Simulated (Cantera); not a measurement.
A Cantera script and what it prints.

```python
import numpy as np
import cantera as ct

gas_names = """
    C CN CO CO2 C2 CCN CNC C2N2 C2O C3 C3O2 C4 C4N2 C5 Fe FeC5O5 FeO N NCO NO NO2 NO3 N2 N2O O O2 O3
""".split()
cond_names = """
    C(gr) Fe(a) Fe(c) Fe(d) Fe(L) FeC5O5(L) FeO(s) FeO(L) Fe2O3(s) Fe3O4(s)
""".split()


# ... load() reads the species with a 1 bar reference pressure and builds the phases ...
atoms = {
    'Fe(CO)5': {'Fe': 1, 'C': 5, 'O': 5},
    'N2': {'N': 2},
    'O2': {'O': 2},
}
top_T = {'C(gr)': 4500, 'Fe2O3(s)': 1830, 'Fe3O4(s)': 1870}  # K; cautious upper limits of use, not melting points


# ... equilibrate(T, P, feed) seeds the gas with the atoms and calls Mixture.equilibrate('TP', solver="vcs", rtol=1e-11, max_steps=5000) ...
results = []
feed = {'Fe(CO)5': 1, 'N2': 4.5, 'O2': 0.013}  # mol
for P in [10, 52, 270, 1400, 7200, 37000, 190000, 1000000]:
    for T in [900, 950, 1000, 1050, 1100, 1150, 1200, 1250, 1300, 1350, 1400, 1450]:
        mix = equilibrate(T, P, feed)
        results.append((T, P, feed, dict(zip(mix.species_names, mix.species_moles))))

for T, P, feed, n in results:
    print(f"{T:7g} {P:10.4g}  " + (" + ".join(c for c in cond_names if n.get(c, 0) > 1e-12) or "gas only"))
```

Result:

```
    900         10  Fe(a)
    950         10  Fe(a)
   1000         10  Fe(a)
   1050         10  Fe(a)
   1100         10  Fe(a)
   1150         10  Fe(a)
   1200         10  Fe(c)
   1250         10  Fe(c)
   1300         10  Fe(c)
   1350         10  Fe(c)
   1400         10  Fe(c)
   1450         10  Fe(c)
    900         52  Fe(a)
    950         52  Fe(a)
   1000         52  Fe(a)
   1050         52  Fe(a)
   1100         52  Fe(a)
   1150         52  Fe(a)
   1200         52  Fe(c)
   1250         52  Fe(c)
   1300         52  Fe(c)
   1350         52  Fe(c)
   1400         52  Fe(c)
   1450         52  Fe(c)
    900        270  C(gr) + Fe(a)
    950        270  Fe(a)
   1000        270  Fe(a)
   1050        270  Fe(a)
   1100        270  Fe(a)
   1150        270  Fe(a)
   1200        270  Fe(c)
   1250        270  Fe(c)
   1300        270  Fe(c)
   1350        270  Fe(c)
   1400        270  Fe(c)
   1450        270  Fe(c)
    900       1400  C(gr) + Fe(a)
    950       1400  C(gr) + Fe(a)
   1000       1400  Fe(a)
   1050       1400  Fe(a)
   1100       1400  Fe(a)
   1150       1400  Fe(a)
   1200       1400  Fe(c)
   1250       1400  Fe(c)
   1300       1400  Fe(c)
   1350       1400  Fe(c)
   1400       1400  Fe(c)
   1450       1400  Fe(c)
    900       7200  C(gr) + Fe(a)
    950       7200  C(gr) + Fe(a)
   1000       7200  C(gr) + Fe(a)
   1050       7200  C(gr) + Fe(a)
   1100       7200  Fe(a)
   1150       7200  Fe(a)
   1200       7200  Fe(c)
   1250       7200  Fe(c)
   1300       7200  Fe(c)
   1350       7200  Fe(c)
   1400       7200  Fe(c)
   1450       7200  Fe(c)
    900    3.7e+04  C(gr) + FeO(s)
    950    3.7e+04  C(gr) + Fe(a)
   1000    3.7e+04  C(gr) + Fe(a)
   1050    3.7e+04  C(gr) + Fe(a)
   1100    3.7e+04  C(gr) + Fe(a)
   1150    3.7e+04  C(gr) + Fe(a)
   1200    3.7e+04  Fe(c)
   1250    3.7e+04  Fe(c)
   1300    3.7e+04  Fe(c)
   1350    3.7e+04  Fe(c)
   1400    3.7e+04  Fe(c)
   1450    3.7e+04  Fe(c)
    900    1.9e+05  C(gr) + FeO(s)
    950    1.9e+05  C(gr) + FeO(s)
   1000    1.9e+05  C(gr) + FeO(s)
   1050    1.9e+05  C(gr) + Fe(a)
   1100    1.9e+05  C(gr) + Fe(a)
   1150    1.9e+05  C(gr) + Fe(a)
   1200    1.9e+05  C(gr) + Fe(c)
   1250    1.9e+05  C(gr) + Fe(c)
   1300    1.9e+05  Fe(c)
   1350    1.9e+05  Fe(c)
   1400    1.9e+05  Fe(c)
   1450    1.9e+05  Fe(c)
    900      1e+06  C(gr) + FeO(s)
    950      1e+06  C(gr) + FeO(s)
   1000      1e+06  C(gr) + FeO(s)
   1050      1e+06  C(gr) + FeO(s)
   1100      1e+06  C(gr) + FeO(s)
   1150      1e+06  C(gr) + Fe(a)
   1200      1e+06  C(gr) + Fe(c)
   1250      1e+06  C(gr) + Fe(c)
   1300      1e+06  C(gr) + Fe(c)
   1350      1e+06  C(gr) + Fe(c)
   1400      1e+06  C(gr) + Fe(c)
   1450      1e+06  C(gr) + Fe(c)
```

These are equilibrium values from Cantera (NASA tables, ideal gas, pure condensed phases), not measurements of a reactor. Iron dissolves carbon and melts from about 1420 K in contact with it, which pure phases cannot show. The tables' stoichiometric FeO is somewhat more stable than real wüstite, so its field is too wide. FeO: taken at fixed stoichiometry. Condensed phases not in the tables: cementite and carbon dissolved in iron.
